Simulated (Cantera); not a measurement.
**Low-pressure radical oxidation in H2/O2**

An isothermal, constant-pressure homogeneous reactor starts with 5.82 % H2, 17.1 % O2, 77.1 % N2, equivalence ratio 0.17, at 975 K and 0.00690 bar.

Detailed kinetics in Cantera: the H2/O2 subset of GRI-Mech 3.0, which has no nitrogen chemistry. Radical loss at walls, strong at low pressure, is not modelled. The temperature is held fixed by assumption; the heat of reaction is taken as removed at once.

```csv
t (s),x H2,x O2,x H2O2,x O,x H,x H2O
0.000100,0.0582,0.171,<1e-12,<1e-12,2.42e-12,<1e-12
0.000242,0.0582,0.171,<1e-12,<1e-12,5.77e-12,<1e-12
0.000585,0.0582,0.171,<1e-12,2.00e-12,1.41e-11,1.57e-12
0.00141,0.0582,0.171,<1e-12,1.03e-11,3.95e-11,1.48e-11
0.00342,0.0582,0.171,<1e-12,6.56e-11,1.84e-10,1.66e-10
0.00827,0.0582,0.171,<1e-12,1.45e-9,3.75e-9,5.04e-9
0.0200,0.0582,0.171,1.80e-11,1.67e-6,4.32e-6,6.04e-6
0.0484,0.00426,0.146,1.90e-8,0.0100,0.0255,0.0408
0.117,0.00195,0.145,1.74e-8,0.00773,0.0142,0.0496
0.283,0.000850,0.145,2.49e-8,0.00309,0.00365,0.0567
0.684,0.000161,0.146,3.20e-8,0.000568,0.000274,0.0595
1.65,1.89e-5,0.146,2.43e-8,6.56e-5,1.05e-5,0.0599
4.00,2.62e-6,0.146,1.18e-8,9.43e-6,5.70e-7,0.0599
```
x: mole fraction; the columns are a selection and need not sum to one.

Equilibrium at this temperature and pressure: H2 7.73e-11, O2 0.146, H2O2 3.87e-12, O 3.34e-10, H <1e-12, H2O 0.0600 (gas phase only).
